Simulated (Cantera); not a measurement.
Charge: 1 mol Si2Cl6, 0.01 mol Cl2, 13 mol H2, at 1700 K and 97.5 Torr.

Cantera equilibrium calculation (NASA polynomials, part measured and part estimated; ideal gas, pure solids and liquids). Candidate condensed phases: Si; 19 gas species. The feed counts by its element totals alone. The tables' values for SiCl3, SiCl are old estimates; treat these amounts as uncertain. Gases not in the tables: Si2H6 and higher silanes. Equilibrium is a limit: real reactors are often held back by kinetics, nucleation or transport.

Base state: H2 0.741, HCl 0.147, SiCl2 0.105, SiCl3 0.00523, SiCl4 0.000512, SiHCl3 0.000498, H 0.000352, SiH2Cl2 8.43e-5 (mole fractions); condensed: Si(l).

Task: What changes in the equilibrium state with this change: Si2Cl6 replaced by Si3H8?

Result: 
```
species       before     after
----------  --------  --------
H2             0.741     0.998
HCl            0.147   0.00117
H           0.000352  0.000408
SiCl2          0.105   4.87e-6
SiH2         1.05e-5   1.42e-5
SiCl3        0.00523   1.65e-9
SiCl4       0.000512     <1e-9
Si(l), mol     0.220      3.00
```

Task: What changes in the equilibrium state with this change: Si2Cl6 replaced by SiCl4?

Result: 
```json
[
 {"species": "H2", "before": "0.741", "after": "0.801"},
 {"species": "HCl", "before": "0.147", "after": "0.131"},
 {"species": "SiCl2", "before": "0.105", "after": "0.0634"},
 {"species": "SiCl4", "before": "0.000512", "after": "0.000227"},
 {"species": "SiCl3", "before": "0.00523", "after": "0.00270"},
 {"species": "SiHCl3", "before": "0.000498", "after": "0.000267"},
 {"species": "Si(l), mol", "before": "0.220", "after": "0"}
]
```

Task: What changes in the equilibrium state with this change: temperature from 1700 K to 1625 K?

Result: 
| species | before | after |
|---|---|---|
| H2 | 0.741 | 0.743 |
| HCl | 0.147 | 0.146 |
| SiCl2 | 0.105 | 0.101 |
| SiCl3 | 0.00523 | 0.00734 |
| SiCl | 5.23e-5 | 2.09e-5 |
| SiCl4 | 0.000512 | 0.00124 |
| Si(l), mol | 0.220 | 0 |
| Si(s), mol | 0 | 0.240 |
